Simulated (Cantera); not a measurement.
Equilibrium for boron, boron nitride and boron oxide: B2O3 + H2

A closed system holds: 1 mol B2O3, 180 mol H2, held at 0.0100 bar.

Method: chemical equilibrium by Gibbs-energy minimisation in Cantera with the NASA 1993 tables (ideal gas, pure condensed phases). Candidate condensed phases: B, B2O3, B3O3H3, H2O; 23 gas species. Kinetics and transport are ignored.

From 775 °C to 1175 °C the condensed part is B2O3(l). From 1275 °C to 1775 °C nothing is condensed. The main B-bearing gas is B3O3H3 at 775 °C and HBO at 1775 °C.

```tsv
T (°C)	x H2	x H	x HBO	x HBO2	x H2O	x BO	n B2O3(l)
775	1.000	7.73e-8	3.68e-6	1.22e-6	3.20e-6	1.76e-11	0.999
875	1.000	7.16e-7	3.32e-5	1.37e-5	1.28e-5	1.16e-9	0.995
975	1.000	4.67e-6	0.000195	0.000109	4.66e-5	3.61e-8	0.971
1075	0.998	2.31e-5	0.000874	0.000627	0.000137	6.71e-7	0.850
1175	0.993	9.18e-5	0.00320	0.00274	0.000331	8.35e-6	0.316
1275	0.989	0.000306	0.00472	0.00387	0.000591	3.56e-5	0
1375	0.988	0.000885	0.00520	0.00378	0.000903	9.93e-5	0
1475	0.986	0.00227	0.00562	0.00357	0.00128	0.000244	0
1575	0.983	0.00526	0.00593	0.00329	0.00171	0.000536	0
1675	0.976	0.0112	0.00603	0.00292	0.00219	0.00105	0
1775	0.965	0.0220	0.00586	0.00250	0.00269	0.00185	0
```
x: gas mole fraction; n: condensed amount in mol.
